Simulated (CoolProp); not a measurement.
A closed Brayton cycle with nitrogen: compressor inlet 313.15 K and 1.8 MPa, high pressure 4.18 MPa, turbine inlet 810 K, compressor efficiency 0.85, turbine efficiency 0.85, recuperator effectiveness 0.95 (on enthalpy, no pinch check). Each further row changes one setting.

Values from CoolProp's reference Helmholtz-energy equation of state, Span 2000.

| case | thermal efficiency (%) | net work (kJ/kg) | compressor to turbine work | compressor exit (K) | turbine exit (K) |
|---|---|---|---|---|---|
| as stated | 29.7 | 51.1 | 0.67 | 413.9 | 670.7 |
| turbine inlet 760 K | 25.9 | 41.3 | … | 413.9 | … |
| compressor inlet 323.15 K | … | 47.6 | … | 427.0 | 670.7 |
| high pressure 3.55 MPa | 31.4 | 45.9 | … | 392.4 | 695.6 |
| recuperator effectiveness 0.5 | 17.3 | 51.1 | 0.67 | 413.9 | 670.7 |

**Question.** Fill in the missing entries.

**Answer.** 
- turbine inlet 760 K, compressor to turbine work: 0.72
- turbine inlet 760 K, turbine exit (K): 628.0
- compressor inlet 323.15 K, thermal efficiency (%): 27.9
- compressor inlet 323.15 K, compressor to turbine work: 0.69
- high pressure 3.55 MPa, compressor to turbine work: 0.64
